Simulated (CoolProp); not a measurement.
Computed with CoolProp (reference Helmholtz-energy equation of state, Wu 2011).

For dimethyl ether, give the phase and the cv (kJ/(kg K)), expansivity (1/kK) at 48.95 °C and 11200 kPa; 153.35 °C and 11200 kPa.


- 48.95 °C and 11200 kPa: liquid; cv 1.59, expansivity 2.37
- 153.35 °C and 11200 kPa: supercritical; cv 1.89, expansivity 8.89
